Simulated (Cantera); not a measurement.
Cantera with NASA thermochemical tables; ideal gases at 1 bar, condensed phases pure. Values are per mole of reaction as written; species without (g) are pure solids or liquids, kept so even where they would boil at 1 bar. VN: taken at fixed stoichiometry.

3 H2(g) + 2 VN = 2 NH3(g) + 2 V, with ΔH° = 342.3 kJ and ΔS° = -23.4 J/K at 300 K.

**Question.** How far is the shortcut ΔG° ≈ ΔH°(300 K) − T·ΔS°(300 K) from the full temperature-dependent value at 550, 600, 650, 700, 750, 800, 850 K?

**Answer.** 
```
T (K)  shortcut (kJ)  full (kJ)  difference (kJ)  difference in log10 K
-----  -------------  ---------  ---------------  ---------------------
550            355.2      358.9             -3.6                   0.34
600            356.4      361.4             -5.0                   0.44
650            357.6      364.2             -6.6                   0.53
700            358.8      367.0             -8.3                   0.62
750            359.9      370.0            -10.1                   0.70
800            361.1      373.2            -12.0                   0.79
850            362.3      376.4            -14.1                   0.87
```
The shortcut ignores the heat-capacity change of the reaction.
